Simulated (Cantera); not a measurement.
Cantera run:

```python
import numpy as np
import cantera as ct

gas_names = [...]  # 113 gases of nasa_gas.yaml made of C, H, O, Pb
cond_names = """
    C(gr) C6H6(L) C7H8(L) C8H18(L),n-octa H2O(s) H2O(L) Pb(cr) Pb(L) PbO(rd) PbO(yw) PbO(L) PbO2(s)
    Pb3O4(s)
""".split()


# ... load() reads the species with a 1 bar reference pressure and builds the phases ...
atoms = {
    'Pb': {'Pb': 1},
    'CO2': {'C': 1, 'O': 2},
    'H2': {'H': 2},
}
top_T = {'C(gr)': 4500, 'Pb3O4(s)': 820}  # K; cautious upper limits of use, not melting points


# ... equilibrate(T, P, feed) seeds the gas with the atoms and calls Mixture.equilibrate('TP', solver="vcs", rtol=1e-11, max_steps=5000) ...
results = []
feed = {'Pb': 1, 'CO2': 0.041, 'H2': 14}  # mol
P = 53000  # Pa
for T in [1523, 1598, 1673, 1748, 1823, 1898, 1973]:
    mix = equilibrate(T, P, feed)
    results.append((T, P, feed, dict(zip(mix.species_names, mix.species_moles))))
    x = sorted(zip(gas.X, gas.species_names), reverse=True)
    print(f"T = {T:g} K  P = {P:g} Pa  gas = {mix.phase_moles(0):.4g} mol")
    print("   x: " + "  ".join(f"{s} {v:.3e}" for v, s in x if v > 1e-05))
    print("   condensed (mol): " + ("  ".join(f"{mix.phase(i).name} {mix.phase_moles(i):.4g}"
          for i in range(1, mix.n_phases) if mix.phase_moles(i) > 1e-12) or "none"))
```

It prints:

```
T = 1523 K  P = 53000 Pa  gas = 14.9 mol
   x: H2 9.368e-01  Pb 5.764e-02  H2O 2.749e-03  CO 2.748e-03  H 3.073e-05  Pb2 2.790e-05
   condensed (mol): Pb(L) 0.1402
T = 1598 K  P = 53000 Pa  gas = 15.04 mol
   x: H2 9.280e-01  Pb 6.643e-02  H2O 2.723e-03  CO 2.723e-03  H 7.043e-05  Pb2 2.947e-05
   condensed (mol): none
T = 1673 K  P = 53000 Pa  gas = 15.04 mol
   x: H2 9.279e-01  Pb 6.643e-02  H2O 2.723e-03  CO 2.723e-03  H 1.507e-04  Pb2 2.392e-05
   condensed (mol): none
T = 1748 K  P = 53000 Pa  gas = 15.04 mol
   x: H2 9.278e-01  Pb 6.644e-02  CO 2.723e-03  H2O 2.723e-03  H 3.023e-04  Pb2 1.973e-05
   condensed (mol): none
T = 1823 K  P = 53000 Pa  gas = 15.05 mol
   x: H2 9.275e-01  Pb 6.643e-02  CO 2.723e-03  H2O 2.723e-03  H 5.732e-04  Pb2 1.651e-05
   condensed (mol): none
T = 1898 K  P = 53000 Pa  gas = 15.05 mol
   x: H2 9.271e-01  Pb 6.642e-02  CO 2.723e-03  H2O 2.722e-03  H 1.034e-03  Pb2 1.399e-05
   condensed (mol): none
T = 1973 K  P = 53000 Pa  gas = 15.05 mol
   x: H2 9.264e-01  Pb 6.640e-02  CO 2.722e-03  H2O 2.720e-03  H 1.784e-03  Pb2 1.199e-05
   condensed (mol): none
```

Method: chemical equilibrium by Gibbs-energy minimisation in Cantera with the NASA 1993 tables (ideal gas, pure condensed phases).
